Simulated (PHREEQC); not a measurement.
A column of 0.5 m (40 cells, dispersivity 0.018 m, 3600 s a shift, diffusion coefficient 3e-10 m²/s) holds 0.5 eq of the database's cation exchanger X per kg of pore water, first in equilibrium with 0.0059 mol NaCl, 0.0012 mol MnCl2, 0.084 mol ZnCl2 and 1e-05 mol HCl per kg of water. It is flushed with 0.0058 mol CdCl2, 0.034 mol LiCl, 0.075 mol ZnSO4 and 1e-05 mol HCl per kg of water, at 25 °C. Values are for the last cell. CO2 from the air is kept out. No solid was allowed to form.

Base run: PHREEQC, ion-association model, phreeqc.dat. Each further column changes one thing. The table gives Na in solution (mol/kgw).

```tsv
pore volumes	base	exchange capacity from 0.5 to 0.25 eq/kgw	dispersivity from 0.018 to 0.036 m
0	0.00590	0.00590	0.00590
1.262	0.00458	0.00320	0.00413
2.263	0.00101	0.000196	0.00121
3.513	4.51e-5	1.66e-6	0.000156
4.513	2.55e-6	2.65e-8	2.64e-5
5.763	5.79e-8	1.30e-10	2.67e-6
6.763	2.61e-9	1.77e-12	4.20e-7
8.012	5.18e-11	0	4.10e-8
```
